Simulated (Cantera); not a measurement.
Charge: 1 mol MgCl2, 1.7 mol O2, 0.14 mol H2, at 1925 K and 75.0 Torr.

These are equilibrium values from Cantera (NASA tables, ideal gas, pure condensed phases), not measurements of a reactor. Candidate condensed phases: H2O, Mg, MgCl2, MgO, Mg(OH)2; 22 gas species. Kinetics and transport are ignored.

Q: What is the equilibrium state?

A: 
| Item | Result |
|---|---|
| x(O2) | 0.523 |
| x(MgCl2) | 0.214 |
| x(Cl) | 0.158 |
| x(HCl) | 0.0920 |
| x(Cl2) | 0.00835 |
| x(H2O) | 0.00249 |
| x(O) | 0.000841 |
| x(ClO) | 0.000579 |
| x(OH) | 0.000493 |
| n(MgO(s)) | 0.384 mol |
| gas amount | 2.873 mol |
| log10 activity of Mg(l) (absent) | -9.85 |
